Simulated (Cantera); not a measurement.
Charge: 1 mol SiCl4, 3.7 mol HCl, a varied amount of H2, held at 1052 °C and 340000 Pa.

Cantera equilibrium calculation (NASA polynomials, part measured and part estimated; ideal gas, pure solids and liquids). Candidate condensed phases: Si; 19 gas species. The tables' values for SiCl3 are old estimates; treat these amounts as uncertain. Kinetics and transport are ignored.

Q: At 7.6 mol H2, list the 4 most abundant gas species with their mole fractions, and the condensed phases.

A: H2 0.608, HCl 0.310, SiCl4 0.0716, SiHCl3 0.00718. Condensed: gas only.
